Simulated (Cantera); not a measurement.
Mixture: CO : H2 : CH4 : O2 : N2 = 1 : 0.2 : 0.084 : 1.75 : 6.56 (molar parts), equivalence ratio 0.44, at 2200000 Pa, adiabatic and at constant volume. Ignition delay is the time to a rise of 400 K.

Computed with Cantera and GRI-Mech 3.0 (53 species, 325 reactions). The pressure lies above the range GRI-Mech 3.0 was tuned for (to about 10 atm). Below about 1000 K GRI-Mech 3.0 lacks low-temperature oxidation paths. Below about 950 K walls govern HO2 and H2O2 in real vessels.

Task: What does this change do: pressure from 2200000 Pa to 1000000 Pa?

Result: 
```tsv
quantity	before	after
delay at 875 K	0.144 s	0.210 s
delay at 1075 K	1.16 ms	1.15 ms
delay at 1275 K	43.4 µs	37.5 µs
delay at 1475 K	5.58 µs	7.56 µs
delay at 1675 K	1.99 µs	3.91 µs
```
Where the delays flatten at high temperature, the 400 K rule measures the pace of heat release, not the induction time.
